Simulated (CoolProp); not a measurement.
Vapour-liquid equilibrium of ethane (1) + n-pentane (2) at 0.277 MPa; x and y are mole fractions of (1).

Model: multi-fluid Helmholtz-energy mixture model, Bücker 2006 and Thol 2019; pair parameters Kunz 2012, in CoolProp.

```csv
x,bubble temperature (K),y at the bubble point,dew temperature at overall composition x (K),liquid density (mol/L)
0.05,307.2,0.655,340.3,8.654
0.15,263.5,0.947,336.2,9.690
0.25,243.6,0.983,331.7,10.46
0.35,232.4,0.993,326.8,11.17
0.45,225.0,0.996,321.3,11.89
0.55,219.7,0.998,315.1,12.65
0.65,215.7,0.999,307.6,13.47
0.75,212.3,0.999,298.4,14.38
0.85,209.4,1.000,285.5,15.40
0.95,206.8,1.000,262.2,16.55
```

No azeotrope shows between x = 0.05 and 0.95.

The pair parameters rest on a limited set of measurements; away from them the model extrapolates. The gap from Raoult's law changes sign with composition, which may be real or a fault of the pair parameters; it wasn't checked against measurements.
